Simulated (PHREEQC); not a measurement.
**Arsenic or selenium liquor (model solution)**

Consider water at 20 °C with 0.00077 mol/kgw H3AsO4, 0.0043 mol/kgw H2SO4 and 0.0255 mol/kgw CaCl2. Closed to the air; pH follows from the charge balance.

Equilibrium calculation in PHREEQC: ion-association model, wateq4f.dat.

```
Property                  Result
----------------  --------------
pH                          2.16
ionic strength    0.0821 mol/kgw
total alkalinity    -9.37 meq/kg
```

```tsv
species	molality	activity	log γ
Cl-	0.0510	0.0398	-0.108
Ca+2	0.0239	0.00994	-0.381
H+	0.00828	0.00691	-0.079
SO4-2	0.00206	0.000826	-0.398
CaSO4	0.00153	0.00156	0.008
HSO4-	0.000630	0.000498	-0.102
H3AsO4	0.000389	0.000397	0.008
H2AsO4-	0.000381	0.000302	-0.100
CaHSO4+	7.50e-5	5.95e-5	-0.100
HAsO4-2	7.45e-9	2.96e-9	-0.401
```

This is a speciation only: nothing precipitates in the calculation. The database has no arsenate complexes of Ca.
